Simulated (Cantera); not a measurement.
A Cantera script and what it prints.

```python
import numpy as np
import cantera as ct

gas_names = """
    H H2 N NH NH2 NH3 N2 N2H2 N2H4 Pb Pb2
""".split()
cond_names = """
    Pb(cr) Pb(L)
""".split()


# ... load() reads the species with a 1 bar reference pressure and builds the phases ...
atoms = {
    'Pb': {'Pb': 1},
    'H2': {'H': 2},
    'N2': {'N': 2},
}
top_T = {}  # K; cautious upper limits of use, not melting points


# ... equilibrate(T, P, feed) seeds the gas with the atoms and calls Mixture.equilibrate('TP', solver="vcs", rtol=1e-11, max_steps=5000) ...
results = []
T = 925  # K
P = 10000  # Pa
for m in [0.39, 0.62, 0.99, 1.6, 2.5, 4.1, 6.5, 10, 17, 27]:
    feed = {'Pb': 1, 'H2': 2.4, 'N2': m}  # mol
    mix = equilibrate(T, P, feed)
    results.append((T, P, feed, dict(zip(mix.species_names, mix.species_moles))))

top = {s: max(r[3][s] / sum(r[3][g] for g in gas_names) for r in results) for s in gas_names}
cols = sorted((s for s in top if top[s] > 1e-05), key=lambda s: -top[s])[:9]
seen = [c for c in cond_names if any(r[3].get(c, 0) > 1e-12 for r in results)]
print("log10 of partial pressures in bar; condensed amounts in mol")
print(f"{'n(N2)':>10s}" + "".join(f"{s[:9]:>10s}" for s in cols + seen))
for T, P, feed, n in results:
    ng = sum(n[g] for g in gas_names)
    print(f"{feed['N2']:10.4g}" + "".join(f"{np.log10(max(n[s] / ng * P / 1e5, 1e-99)):10.3f}" for s in cols)
          + "".join(f"{n.get(c, 0):10.4g}" for c in seen))
```

Output:

```
log10 of partial pressures in bar; condensed amounts in mol
     n(N2)        N2        H2       NH3        Pb     Pb(L)
      0.39    -1.855    -1.065    -5.528    -5.573    0.9999
      0.62    -1.688    -1.100    -5.496    -5.573    0.9999
      0.99    -1.535    -1.150    -5.495    -5.573    0.9999
       1.6    -1.398    -1.222    -5.534    -5.573    0.9999
       2.5    -1.292    -1.310    -5.614    -5.573    0.9999
       4.1    -1.200    -1.433    -5.752    -5.573    0.9998
       6.5    -1.136    -1.569    -5.924    -5.573    0.9998
        10    -1.093    -1.713    -6.119    -5.573    0.9997
        17    -1.057    -1.908    -6.393    -5.573    0.9995
        27    -1.037    -2.088    -6.653    -5.573    0.9992
```

Method: chemical equilibrium by Gibbs-energy minimisation in Cantera with the NASA 1993 tables (ideal gas, pure condensed phases).
